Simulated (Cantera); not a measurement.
**Stirred combustor or abatement burner**

A perfectly stirred reactor is fed with 4.79 % C₃H₈, 20.0 % O₂, 75.2 % N₂, at 1.09 atm; it is adiabatic with a 475 K inlet, and is followed from long to short residence time, starting on the burning branch (τ in s: 0.09, 0.036, 0.015, 0.0059, 0.0024, 0.00095, 0.00038, 0.00015, 6.2e-05, 2.5e-05).

Model: GRI-Mech 3.0 (53 species, 325 reactions), integrated in Cantera. GRI-Mech 3.0 was tuned for natural gas; its chemistry of propane as a main component is partial and can be far from experiment.

```
τ (s)    T (K)    x C₃H₈      x O₂   x H₂O₂     x OH    x HCN
-------  -----  --------  --------  -------  -------  -------
0.090     2295   1.58e-7  0.000649  2.29e-8  0.00258  1.26e-6
0.036     2281   3.50e-7   0.00101  3.17e-8  0.00318  2.03e-6
0.015     2261   7.28e-7   0.00160  4.36e-8  0.00393  2.87e-6
0.0059    2231   1.56e-6   0.00256  6.03e-8  0.00487  3.82e-6
0.0024    2195   3.26e-6   0.00385  8.07e-8  0.00577  4.84e-6
0.00095   2150   7.18e-6   0.00556  1.06e-7  0.00653  6.31e-6
0.00038   2103   1.66e-5   0.00783  1.38e-7  0.00692  8.96e-6
0.00015   2046   4.37e-5    0.0118  1.84e-7  0.00665  1.44e-5
6.2e-5    1934  0.000155    0.0225  3.29e-7  0.00482  2.27e-5
2.5e-5     475    0.0479     0.200   <1e-12   <1e-12   <1e-12
```
x: mole fraction; the columns are a selection and need not sum to one.
